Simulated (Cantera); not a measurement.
A closed system holds: 1 mol SiO₂, 8.3 mol H₂, at 0.730 bar.

These are equilibrium values from Cantera (NASA tables, ideal gas, pure condensed phases), not measurements of a reactor. Candidate condensed phases: H₂O, Si, SiO₂; 18 gas species. Rates play no part. All values below are at 777 °C.

Base state: H₂ 1.00 (mole fractions); condensed: SiO₂(β-quartz).

Question: What changes in the equilibrium state with this change: SiO₂ replaced by PbO?

Answer: 
| species | before | after |
|---|---|---|
| H₂ | 1.00 | 0.879 |
| H₂O | 1.92e-8 | 0.120 |
| Pb | 0 | 6.37e-5 |
| SiO₂(β-quartz), mol | 1.00 | 0 |
| Pb(l), mol | 0 | 0.999 |
Further candidate phases: Pb, PbO, PbO₂, Pb₃O₄.
